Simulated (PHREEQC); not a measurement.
Solution (25 °C): 0.014 mol/kgw H2SO4, 0.00025 mol/kgw MnSO4 and 0.00041 mol/kgw MgSO4. Closed to the air; pH follows from the charge balance.

The numbers come from PHREEQC with the Pitzer model, pitzer.dat.

This is a speciation only: nothing precipitates in the calculation.

Task: Estimate the pH.

Result: pH 1.75.

Task: In which forms is S present?

Result: SO4-2 51 %, HSO4- 49 % of the S.
